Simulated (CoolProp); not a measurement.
Vapour pressure (MPa) of hydrogen chloride: the reference equation beside estimates from Tc = 51.5 °C, pc = 8.314 MPa, ω = 0.130.

Computed with CoolProp (reference Helmholtz-energy equation of state, Thol 2018).

```
T (°C)  reference  Lee-Kesler  van der Waals  Soave-Redlich-Kwong
------  ---------  ----------  -------------  -------------------
-71.15     0.2094      0.2035         0.8875               0.2036
-61.85     0.3219      0.3168          1.137               0.3166
-52.55     0.4760      0.4730          1.429               0.4727
-43.35     0.6782      0.6789          1.763               0.6788
-34.05     0.9421      0.9481          2.148               0.9494
-24.75      1.276       1.288          2.584                1.293
-15.45      1.691       1.710          3.072                1.720
-6.15       2.198       2.224          3.616                2.243
3.15        2.809       2.840          4.216                2.872
12.45       3.538       3.573          4.874                3.619
21.65       4.391       4.426          5.585                4.485
```

Absolute difference from the reference over all 11 rows, mean and median: Lee-Kesler 1.1 and 1.0 %, van der Waals 129.9 and 102.5 %, Soave-Redlich-Kwong 1.6 and 1.7 %.
